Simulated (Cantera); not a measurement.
A perfectly stirred reactor is fed with CH₄ : H₂O : H₂ = 1 : 2.2 : 0.5 (molar parts), at 4.60 bar; it is held at 2073 K, and followed from long to short residence time.

Computed with Cantera and GRI-Mech 3.0 (53 species, 325 reactions).

Task: What does this change do: CH4 1 to 9.9 parts?

Result: 
| quantity | before | after |
|---|---|---|
| x(CH₄) at τ = 24.0 s | 3.52e-5 | 0.0115 |
| x(H₂O) at τ = 24.0 s | 0.200 | 1.81e-5 |
| x(H₂) at τ = 24.0 s | 0.624 | 0.745 |
| x(C₂H₄) at τ = 24.0 s | 1.70e-9 | 0.00232 |
| x(C₂H) at τ = 24.0 s | 4.31e-12 | 5.08e-6 |
| x(CH₄) at τ = 0.480 s | 0.00143 | 0.0123 |
| x(H₂O) at τ = 0.480 s | 0.202 | 0.000794 |
| x(H₂) at τ = 0.480 s | 0.621 | 0.744 |
| x(C₂H₄) at τ = 0.480 s | 2.58e-6 | 0.00232 |
| x(C₂H) at τ = 0.480 s | 6.46e-9 | 5.09e-6 |
GRI-Mech 3.0 stops at C3 and has no aromatics, soot or wall deposition, so with more carbon than oxygen in the feed, carbon stays in small species such as C2H2 where larger ones or solid carbon would form.

Task: What does this change do: temperature 2073 to 1700 K?

Result: 
| quantity | before | after |
|---|---|---|
| x(CH₄) at τ = 24.0 s | 3.52e-5 | 0.00789 |
| x(H₂O) at τ = 24.0 s | 0.200 | 0.208 |
| x(H₂) at τ = 24.0 s | 0.624 | 0.614 |
| x(C₂H₄) at τ = 24.0 s | 1.70e-9 | 8.30e-5 |
| x(C₂H) at τ = 24.0 s | 4.31e-12 | 2.95e-10 |
| x(CH₄) at τ = 0.480 s | 0.00143 | 0.0442 |
| x(H₂O) at τ = 0.480 s | 0.202 | 0.318 |
| x(H₂) at τ = 0.480 s | 0.621 | 0.506 |
| x(C₂H₄) at τ = 0.480 s | 2.58e-6 | 0.00258 |
| x(C₂H) at τ = 0.480 s | 6.46e-9 | 1.19e-8 |

Task: What does this change do: H2O 2.2 to 6.3 parts?

Result: 
```csv
quantity,before,after
x(CH₄) at τ = 24.0 s,3.52e-5,4.50e-6
x(H₂O) at τ = 24.0 s,0.200,0.518
x(H₂) at τ = 24.0 s,0.624,0.379
x(C₂H₄) at τ = 24.0 s,1.70e-9,1.44e-11
x(C₂H) at τ = 24.0 s,4.31e-12,<1e-12
x(CH₄) at τ = 0.480 s,0.00143,0.000226
x(H₂O) at τ = 0.480 s,0.202,0.519
x(H₂) at τ = 0.480 s,0.621,0.379
x(C₂H₄) at τ = 0.480 s,2.58e-6,3.23e-8
x(C₂H) at τ = 0.480 s,6.46e-9,1.16e-10
```
